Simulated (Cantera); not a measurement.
Charge: 1 mol Si, a varied amount of Cl₂, 2.8 mol H₂, held at 0.133 bar.

Method: chemical equilibrium by Gibbs-energy minimisation in Cantera with the NASA 1993 tables (ideal gas, pure condensed phases). Candidate condensed phases: Si; 19 gas species. The tables' values for SiCl₃ are old estimates. Kinetics and transport are ignored.

Q: What condenses at these points (T in °C, n(Cl₂) in mol): (850, 0.9); (1300, 0.78); (1300, 1.9); (1075, 0.58); (475, 0.9)?

A: 
```csv
T (°C),n(Cl₂) in mol,condensed phases,Si condensed (%)
850,0.9,Si,54.7
1300,0.78,Si,53.2
1300,1.9,gas only,0.0
1075,0.58,Si,71.1
475,0.9,Si,51.8
```
